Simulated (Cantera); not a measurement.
An isothermal, constant-pressure homogeneous reactor starts with H2 : O2 = 0.29 : 1 (molar parts), at 1275 K and 0.00671 atm.

Detailed kinetics in Cantera: the H2/O2 subset of GRI-Mech 3.0, which has no nitrogen chemistry. Radical loss at walls, strong at low pressure, is not modelled. The temperature is held fixed by assumption; the heat of reaction is taken as removed at once.

x: mole fraction; the columns are a selection and need not sum to one.

| t (s) | x H2 | x O2 | x O | x OH | x H2O | x HO2 |
|---|---|---|---|---|---|---|
| 0.000400 | 0.225 | 0.775 | 5.17e-7 | 3.46e-7 | 1.25e-6 | 1.24e-7 |
| 0.000768 | 0.225 | 0.775 | 2.04e-5 | 1.36e-5 | 5.37e-5 | 2.69e-7 |
| 0.00147 | 0.168 | 0.743 | 0.0152 | 0.00889 | 0.0401 | 2.18e-6 |
| 0.00283 | 0.0119 | 0.644 | 0.0858 | 0.0135 | 0.169 | 3.76e-6 |
| 0.00543 | 0.0112 | 0.648 | 0.0829 | 0.0132 | 0.173 | 3.82e-6 |
| 0.0104 | 0.0105 | 0.656 | 0.0760 | 0.0129 | 0.181 | 3.93e-6 |
| 0.0200 | 0.00929 | 0.671 | 0.0640 | 0.0122 | 0.194 | 4.11e-6 |
| 0.0384 | 0.00704 | 0.694 | 0.0456 | 0.0108 | 0.213 | 4.28e-6 |
| 0.0737 | 0.00394 | 0.719 | 0.0242 | 0.00823 | 0.233 | 4.14e-6 |
| 0.141 | 0.00145 | 0.736 | 0.00865 | 0.00504 | 0.246 | 3.22e-6 |
| 0.271 | 0.000396 | 0.743 | 0.00234 | 0.00264 | 0.251 | 1.76e-6 |
| 0.521 | ? | 0.746 | ? | ? | 0.252 | ? |
| 1.00 | ? | 0.746 | ? | ? | 0.253 | ? |

### Question
Complete the blanks.

### Answer

- 0.521, x H2: 0.000104
- 0.521, x O: 0.000613
- 0.521, x OH: 0.00136
- 0.521, x HO2: 7.16e-7
- 1.00, x H2: 3.06e-5
- 1.00, x O: 0.000181
- 1.00, x OH: 0.000738
- 1.00, x HO2: 2.68e-7
